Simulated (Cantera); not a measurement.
Feed: 1 mol Si(CH3)4, 0.042 mol C2H4, 1700 mol H2, held at 2573 K and 133 Pa.

Cantera equilibrium calculation (NASA polynomials, part measured and part estimated; ideal gas, pure solids and liquids). Candidate condensed phases: C, C6H6, C7H8, C8H18, Si, SiC; 87 gas species. Equilibrium is a limit: real reactors are often held back by kinetics, nucleation or transport.

Base state: H 0.597, H2 0.402, C2H2 (acetylene) 0.000622, Si 0.000395, C 0.000108, C2H 7.70e-5, C3 3.88e-5, SiC2 1.33e-5 (mole fractions); condensed: gas only.

Task: What changes in the equilibrium state with this change: temperature from 2573 K to 1198 K?

Result: 
| species | before | after |
|---|---|---|
| H2 | 0.402 | 1.000 |
| CH4 | 9.40e-9 | 2.14e-5 |
| H | 0.597 | 5.21e-6 |
| C2H2 (acetylene) | 0.000622 | 9.89e-8 |
| Si | 0.000395 | <1e-9 |
| C | 0.000108 | <1e-9 |
| C2H | 7.70e-5 | <1e-9 |
| C3 | 3.88e-5 | <1e-9 |
| SiC2 | 1.33e-5 | <1e-9 |
| C(graphite), mol | 0 | 3.05 |
| SiC(s), mol | 0 | 1.00 |
